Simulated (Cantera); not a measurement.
Feed: 1 mol borazine, 0.35 mol O2, 30 mol H2, held at 2050 °C.

Method: chemical equilibrium by Gibbs-energy minimisation in Cantera with the NASA 1993 tables (ideal gas, pure condensed phases). Candidate condensed phases: B, BN, B2O3, B3O3H3, H2O; 39 gas species. The feed counts by its element totals alone. Mutual solubility and eutectic melting of coexisting phases are not modelled. The tables' values for BH2 are old estimates; treat these amounts as uncertain. Gases not in the tables: B2H6 and higher boranes. Kinetics and transport are ignored.

x: gas mole fraction; n: condensed amount in mol.

| P (Pa) | x H2 | x H | x B | x N2 | x HBO | x BO | n B(s) | n BN(s) |
|---|---|---|---|---|---|---|---|---|
| 10 | 0.310 | 0.607 | 0.0422 | 0.0279 | 0.000572 | 0.0123 | 0 | 0 |
| 37 | 0.510 | 0.405 | 0.0365 | 0.0324 | 0.00151 | 0.0132 | 0.518 | 0 |
| 140 | … | … | … | 0.0371 | … | 0.0134 | … | 0 |
| 520 | 0.802 | 0.135 | 0.00260 | 0.0397 | 0.00630 | 0.0117 | 2.11 | 0 |
| 1900 | 0.863 | 0.0735 | 0.000711 | 0.0412 | 0.00959 | 0.00899 | 2.19 | 0 |
| 7200 | 0.898 | 0.0385 | 0.000188 | 0.0421 | 0.0128 | 0.00603 | 2.21 | 0 |
| 27000 | 0.930 | … | … | … | … | … | … | … |
| 100000 | 0.956 | 0.0107 | 1.10e-5 | 0.0112 | 0.0172 | 0.00212 | 0 | 2.24 |

Task: What belongs in the gaps?

Result: 
- 140, x H2: 0.692
- 140, x H: 0.242
- 140, x B: 0.00965
- 140, x HBO: 0.00347
- 140, n B(s): 1.82
- 27000, x H: 0.0202
- 27000, x B: 5.00e-5
- 27000, x N2: 0.0276
- 27000, x HBO: 0.0154
- 27000, x BO: 0.00369
- 27000, n B(s): 1.14
- 27000, n BN(s): 1.08
